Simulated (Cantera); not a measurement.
A diamond (100) surface in a fixed gas of H2 with x(CH4) = 0.0092, x(H) = 0.0016, x(CH3) = 0.0001, at 1350 K; coverages are run to steady state.

Detailed kinetics in Cantera: the Harris–Goodwin 1993 mechanism for the reconstructed diamond (100) surface.

One state of this run: growth (µm/h) = 1.55; θ c6HH = 0.391; θ c6H* = 0.0525; θ c6*H = 0.517; θ c6** = 0.0377; θ c6HM = 0.000176. θ: site fractions in the mechanism's names (c6HH fully hydrogenated, c6H* and c6*H radical sites, c6** diradical, c6HM methylated).

**Question.** Which value of P (Pa) does it belong to?
A) 11000
B) 1100
C) 2100
D) 7700

**Answer.** A, 11000
